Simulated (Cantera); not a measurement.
Input (Python, Cantera):

```python
import numpy as np
import cantera as ct

gas = ct.Solution("gri30.yaml")


def delay(T, t_max=10):
    gas.TPX = T, 500000, {'CH4': 1, 'O2': 0.952, 'N2': 3.58}
    reactor = ct.IdealGasConstPressureReactor(gas, clone=False)
    net = ct.ReactorNet([reactor])
    net.rtol, net.atol = 1e-8, 1e-16
    while net.time < t_max:
        t_old, T_old = net.time, reactor.T
        net.step()
        if reactor.T > T + 400:  # ignition: a rise of 400 K
            return t_old + (T + 400 - T_old) / (reactor.T - T_old) * (net.time - t_old)
    return np.nan


taus = []
for T in [1250, 1350, 1450, 1550, 1650, 1750, 1850, 1950, 2050]:
    taus.append(delay(T))
    print(f"T0 = {T:6g} K   tau = {taus[-1]:.4e} s")
```

Result:

```
T0 =   1250 K   tau = 8.0008e-03 s
T0 =   1350 K   tau = 2.4348e-03 s
T0 =   1450 K   tau = 8.0748e-04 s
T0 =   1550 K   tau = 2.8873e-04 s
T0 =   1650 K   tau = 1.1246e-04 s
T0 =   1750 K   tau = 4.8577e-05 s
T0 =   1850 K   tau = 2.3480e-05 s
T0 =   1950 K   tau = 1.2627e-05 s
T0 =   2050 K   tau = 7.4415e-06 s
```

Computed with Cantera and GRI-Mech 3.0 (53 species, 325 reactions).
